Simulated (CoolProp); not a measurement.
The numbers come from the reference Helmholtz-energy equation of state, Gao 2020 in CoolProp.

Task: For ammonia, give the phase and the density (kg/m³), speed of sound (m/s), expansivity (1/kK), viscosity (µPa s) at 163.85 °C and 39.1 MPa; 163.85 °C and 42.6 MPa; 163.85 °C and 49.7 MPa.

Result: 
- 163.85 °C and 39.1 MPa: supercritical; density 424, speed of sound 805, expansivity 4.65, viscosity 55.4
- 163.85 °C and 42.6 MPa: supercritical; density 434, speed of sound 847, expansivity 4.19, viscosity 57.4
- 163.85 °C and 49.7 MPa: supercritical; density 452, speed of sound 922, expansivity 3.55, viscosity 61.0

Viscosity comes from a separate model (Fenghour 1995).
